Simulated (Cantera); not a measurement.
An adiabatic, constant-volume homogeneous reactor starts with CH4 : CO : O2 : N2 : H2O = 1 : 0.69 : 5.86 : 15.2 : 1.8 (molar parts), equivalence ratio 0.40, at 1775 K and 17.0 bar. Integrator tolerance rtol = 1e-08.

Cantera simulation using GRI-Mech 3.0 (53 species, 325 reactions); the numbers are that mechanism's predictions, not measurements. The pressure lies above the range GRI-Mech 3.0 was tuned for (to about 10 atm).

```
quantity                                                            before                                    after
---------------------------------  ---------------------------------------  ---------------------------------------
time of steepest temperature rise                                  8.29 µs                                  8.17 µs
temperature at 2.00 s                                               2796 K                                   2874 K
equilibrium temperature                                             2796 K                                   2874 K
x(CH4) at 2.00 s                     <1e-12 (gas-phase equilibrium <1e-12)    <1e-12 (gas-phase equilibrium <1e-12)
x(CO) at 2.00 s                    0.00518 (gas-phase equilibrium 0.00518)  0.00921 (gas-phase equilibrium 0.00921)
x(O2) at 2.00 s                        0.129 (gas-phase equilibrium 0.129)      0.117 (gas-phase equilibrium 0.117)
x(CH3) at 2.00 s                     <1e-12 (gas-phase equilibrium <1e-12)    <1e-12 (gas-phase equilibrium <1e-12)
x(CH2CO) at 2.00 s                   <1e-12 (gas-phase equilibrium <1e-12)    <1e-12 (gas-phase equilibrium <1e-12)
```

Q: What was changed between the two runs?
A. pressure from 17.0 bar to 5.00 bar
B. CO 0.69 to 1.2 parts
C. pressure from 17.0 bar to 4.70 bar
D. CH4 1 to 2.5 parts

A: B, CO 0.69 to 1.2 parts
